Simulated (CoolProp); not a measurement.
R123 at 298.15 K and 0.0469 MPa flows at 11 m/s in a round tube of 10 mm bore and 15 µm roughness, fully developed (64/Re and Nu = 3.66 if laminar; Colebrook and Gnielinski if turbulent). Each further row changes one setting.

Model: reference Helmholtz-energy equation of state, Younglove 1994, in CoolProp. It is a modified Benedict-Webb-Rubin equation, recast in Helmholtz form.

```tsv
case	Reynolds number	Darcy friction factor	pressure drop (Pa/m)	heat-transfer coefficient (W/(m² K))	mass flow (kg/h)
as stated	30200	?	?	80.7	9.18
velocity 22 m/s	60300	0.0248	1770	150	18.4
diameter 20 mm	60300	0.0227	?	?	36.7
```

Some entries are withheld; supply them.


- as stated, Darcy friction factor: 0.0270
- as stated, pressure drop (Pa/m): 483
- diameter 20 mm, pressure drop (Pa/m): 203
- diameter 20 mm, heat-transfer coefficient (W/(m² K)): 68.2

Viscosity comes from a separate model (Tanaka 1996). Thermal conductivity comes from a separate model (Laesecke 1996).
